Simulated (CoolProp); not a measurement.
Values from CoolProp's reference Helmholtz-energy equation of state, Platzer 1990. This equation is an older, rougher fit; its heat capacities, sound speeds and derivatives of the liquid may be far off and weren't checked against measurements.

**Question.** Give the vapour pressure (MPa), enthalpy of vaporisation (kJ/kg), vapour Z of saturated c-C4F8 (RC318) at 63.95, 71.15 °C.

**Answer.** 
```tsv
T (°C)	p (MPa)	enthalpy of vaporisation (kJ/kg)	vapour Z
63.95	0.925	83.5	0.775
71.15	1.10	78.6	0.744
```
